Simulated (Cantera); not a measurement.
Charge: 1 mol K2CO3, 4 mol CO2, 0.65 mol O2, at 26.0 Pa.

These are equilibrium values from Cantera (NASA tables, ideal gas, pure condensed phases), not measurements of a reactor. Candidate condensed phases: C, K, KO2, K2CO3, K2O, K2O2; 15 gas species. The numbers say what is thermodynamically allowed, not how fast it happens. All values below are at 1725 K.

Base state: CO2 0.601, K 0.244, O2 0.144, CO 0.00899, O 0.00137, KO 0.000276 (mole fractions); condensed: gas only.

Problem. What changes in the equilibrium state with this change: K2CO3 replaced by K2SO4?

Solution. 
```tsv
species	before	after
CO2	0.601	0.455
K	0.244	0.230
O2	0.144	0.192
SO2	0	0.115
SO	0	0.000134
K2SO4	0	1.33e-5
SO3	0	1.12e-5
```
Further candidate phases: K2S, K2SO4, S.
